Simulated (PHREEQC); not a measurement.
Solution A (2.1 mol/kgw MgSO4) is mixed with solution B (0.094 mol/kgw H2SO4, 0.0086 mol/kgw MnSO4 and 0.0011 mol/kgw MgSO4) at 58 °C; shares are by mass of water, 1 kg in all. CO2 from the air is kept out. The run lets Brucite, Epsomite, Hexahydrite, Kieserite precipitate or redissolve, and no other solid.

Computed with PHREEQC (Pitzer model, pitzer.dat).

| share of solution B | pH | SO4-2 (mol/kgw) | HSO4- (mol/kgw) |
|---|---|---|---|
| 0 | 5.83 | 2.10 | 8.59e-6 |
| 0.05 | 2.89 | 1.99 | 0.00769 |
| 0.1 | 2.61 | 1.89 | 0.0153 |
| 0.15 | 2.45 | 1.78 | 0.0229 |
| 0.2 | 2.34 | 1.67 | 0.0305 |
| 0.25 | 2.26 | 1.56 | 0.0381 |
| 0.3 | 2.20 | 1.46 | 0.0456 |
| 0.35 | 2.15 | 1.35 | 0.0532 |
| 0.4 | 2.10 | 1.24 | 0.0607 |
| 0.45 | 2.06 | 1.13 | 0.0683 |
| 0.5 | 2.02 | 1.03 | 0.0759 |
| 0.55 | 1.98 | 0.919 | 0.0834 |
| 0.6 | 1.95 | 0.811 | 0.0909 |
| 0.65 | 1.91 | 0.704 | 0.0984 |
| 0.7 | 1.87 | 0.597 | 0.106 |
| 0.75 | 1.82 | 0.490 | 0.113 |
| 0.8 | 1.76 | 0.384 | 0.119 |
| 0.85 | 1.68 | 0.279 | 0.124 |
| 0.9 | 1.57 | 0.177 | 0.126 |
| 0.95 | 1.40 | 0.0833 | 0.120 |
| 1 | 1.11 | 0.0167 | 0.0870 |

Complexes and solids missing from the database can't appear. In brines, pH and single-ion activities rest on the MacInnes convention. Away from 25 °C the constants follow the database's enthalpies or fits; those with neither stay at their 25 °C values.
